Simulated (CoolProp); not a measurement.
Vapour pressure (MPa) of carbon monoxide: the reference equation beside estimates from Tc = -140.3 °C, pc = 3.498 MPa, ω = 0.050. Clausius-Clapeyron is anchored at -163.65 °C with a constant enthalpy of vaporisation of 4.549 kJ/mol.

The numbers come from the reference Helmholtz-energy equation of state, Lemmon 2006 in CoolProp. It is a short technical equation, of lower accuracy than the large ones.

```json
[
 {"T (°C)": "-166.95", "reference": "0.8383", "Clausius-Clapeyron": "0.8855", "van der Waals": "1.336", "Redlich-Kwong": "0.8553", "Soave-Redlich-Kwong": "0.8454", "Peng-Robinson": "0.8398"},
 {"T (°C)": "-163.65", "reference": "1.034", "Clausius-Clapeyron": "1.034", "van der Waals": "1.537", "Redlich-Kwong": "1.059", "Soave-Redlich-Kwong": "1.045", "Peng-Robinson": "1.037"},
 {"T (°C)": "-160.25", "reference": "1.268", "Clausius-Clapeyron": "1.202", "van der Waals": "1.763", "Redlich-Kwong": "1.302", "Soave-Redlich-Kwong": "1.283", "Peng-Robinson": "1.272"},
 {"T (°C)": "-156.95", "reference": "1.530", "Clausius-Clapeyron": "1.380", "van der Waals": "2.001", "Redlich-Kwong": "1.571", "Soave-Redlich-Kwong": "1.548", "Peng-Robinson": "1.536"},
 {"T (°C)": "-153.55", "reference": "1.838", "Clausius-Clapeyron": "1.577", "van der Waals": "2.265", "Redlich-Kwong": "1.884", "Soave-Redlich-Kwong": "1.860", "Peng-Robinson": "1.846"},
 {"T (°C)": "-150.15", "reference": "2.188", "Clausius-Clapeyron": "1.790", "van der Waals": "2.551", "Redlich-Kwong": "2.237", "Soave-Redlich-Kwong": "2.213", "Peng-Robinson": "2.200"},
 {"T (°C)": "-146.85", "reference": "2.573", "Clausius-Clapeyron": "2.010", "van der Waals": "2.848", "Redlich-Kwong": "2.618", "Soave-Redlich-Kwong": "2.598", "Peng-Robinson": "2.587"},
 {"T (°C)": "-143.45", "reference": "3.022", "Clausius-Clapeyron": "2.252", "van der Waals": "3.175", "Redlich-Kwong": "3.054", "Soave-Redlich-Kwong": "3.041", "Peng-Robinson": "3.034"}
]
```

Absolute difference from the reference over all 8 rows, mean and median: Clausius-Clapeyron 12.5 and 12.0 %, van der Waals 29.2 and 27.0 %, Redlich-Kwong 2.2 and 2.3 %, Soave-Redlich-Kwong 1.0 and 1.1 %, Peng-Robinson 0.4 and 0.4 %.
